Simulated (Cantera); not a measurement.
## Diamond growth

A diamond (100) surface in a fixed gas of H2 with x(CH4) = 0.023, x(H) = 0.0099, x(CH3) = 0.0015, at 1325 K; coverages are run to steady state.

Computed with Cantera and the Harris–Goodwin 1993 mechanism for the reconstructed diamond (100) surface.

| P (Pa) | growth (µm/h) | θ c6HH | θ c6H* | θ c6*H | θ c6** | θ c6HM |
|---|---|---|---|---|---|---|
| 1400 | 3.74 | 0.367 | 0.0517 | 0.530 | 0.0477 | 0.000614 |
| 2100 | 6.21 | 0.367 | 0.0517 | 0.530 | 0.0476 | 0.000919 |
| 3200 | 10.7 | 0.366 | 0.0517 | 0.529 | 0.0476 | 0.00138 |
| 5000 | 19.5 | 0.366 | 0.0516 | 0.528 | 0.0475 | 0.00211 |
| 7600 | 35.2 | 0.365 | 0.0516 | 0.527 | 0.0474 | 0.00308 |
| 12000 | 68.7 | 0.365 | 0.0515 | 0.526 | 0.0473 | 0.00454 |
| 18000 | 126 | 0.364 | 0.0515 | 0.524 | 0.0471 | 0.00624 |
| 27000 | 230 | 0.362 | 0.0514 | 0.521 | 0.0470 | 0.00832 |
θ: site fractions in the mechanism's names (c6HH fully hydrogenated, c6H* and c6*H radical sites, c6** diradical, c6HM methylated).
